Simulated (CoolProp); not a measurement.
A simple Rankine cycle with isobutene: condensing at 318.15 K, boiler at 2.61 MPa, turbine inlet 432.6 K, turbine efficiency 0.8, pump efficiency 0.8, no recuperator. Each further row changes one setting.

Values from CoolProp's reference Helmholtz-energy equation of state, Lemmon 2005. It is a short technical equation, of lower accuracy than the large ones.

```
case                             thermal efficiency (%)  net work (kJ/kg)  heat in (kJ/kg)  turbine exit temperature (K)  volume ratio over the turbine
-------------------------------  ----------------------  ----------------  ---------------  ----------------------------  -----------------------------
as stated                                          11.6              59.9              515                         380.2                           5.25
turbine inlet 452.6 K                              11.6              65.3              565                         402.2                           5.09
condensing temperature 310.15 K                    12.8              68.6              535                         374.5                           6.49
boiler pressure 1.83 MPa                            9.4              50.6              535                         395.0                           3.48
turbine efficiency 0.7                             10.1              51.9              515                         384.3                           5.32
```
